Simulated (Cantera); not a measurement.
Gas-phase reforming

An isothermal, constant-pressure homogeneous reactor starts with CH₄ : H₂O = 1 : 0.82 (molar parts), at 1450 K and 1.00 bar.

Cantera simulation using GRI-Mech 3.0 (53 species, 325 reactions); the numbers are that mechanism's predictions, not measurements.

```
t (s)     x CH₄  x H₂O     x HCO      x H₂    x CH₂O
--------  -----  -----  --------  --------  --------
5.00e-6   0.549  0.451    <1e-12   8.19e-7    <1e-12
1.37e-5   0.549  0.451    <1e-12   2.28e-6  1.92e-12
3.78e-5   0.549  0.451    <1e-12   6.31e-6  3.77e-11
0.000104  0.549  0.451    <1e-12   1.75e-5  7.10e-10
0.000285  0.549  0.451    <1e-12   5.06e-5   9.33e-9
0.000783  0.549  0.451    <1e-12  0.000150   5.58e-8
0.00215   0.549  0.451  4.50e-12  0.000452   2.23e-7
0.00592   0.547  0.450  2.19e-11   0.00150   8.18e-7
0.0163    0.541  0.449  7.77e-11   0.00576   2.24e-6
0.0447    0.523  0.445  1.08e-10    0.0219   2.81e-6
0.123     0.477  0.432  8.56e-11    0.0660   2.07e-6
0.337     0.392  0.406  6.48e-11     0.150   1.24e-6
0.927     0.271  0.368  6.50e-11     0.268   6.41e-7
2.55      0.163  0.323  1.54e-10     0.382   3.28e-7
7.00      0.136  0.273  4.58e-10     0.441   2.11e-7
```
x: mole fraction; the columns are a selection and need not sum to one.

Equilibrium at this temperature and pressure: CH₄ 0.0450, H₂O 1.55e-5, HCO 3.76e-9, H₂ 0.716, CH₂O 7.52e-8 (gas phase only).
